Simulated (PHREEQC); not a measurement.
A solution holds 0.17 mol/kgw HCl and 9.1e-05 mol/kgw MnSO4, at 60 °C. It is in equilibrium with CO2 at log p = -3.4 (atm). Otherwise closed; pH follows from the charge balance.

All values are PHREEQC results (ion-association model, phreeqc.dat), not measurements.

| Property | Value |
|---|---|
| pH | 0.87 |
| ionic strength | 0.170 mol/kgw |
| activity of water | 0.994 |
| specific conductance | 109000 µS/cm |
| density | 0.986 g/cm³ |
| total alkalinity | -170 meq/kg |

```tsv
species	molality	activity	log γ
Cl-	0.170	0.121	-0.147
H+	0.170	0.135	-0.100
HSO4-	8.40e-5	6.21e-5	-0.132
Mn+2	7.43e-5	2.39e-5	-0.493
MnCl+	1.60e-5	1.18e-5	-0.133
SO4-2	6.97e-6	2.01e-6	-0.540
CO2	6.29e-6	6.55e-6	0.017
MnCl2	6.00e-7	6.24e-7	0.017
MnCl3-	2.83e-8	2.08e-8	-0.133
MnSO4	1.49e-8	1.55e-8	0.017
```

This is a speciation only: nothing precipitates in the calculation. At this temperature some constants are extrapolated from 25 °C, and those without enthalpy data are left unchanged.
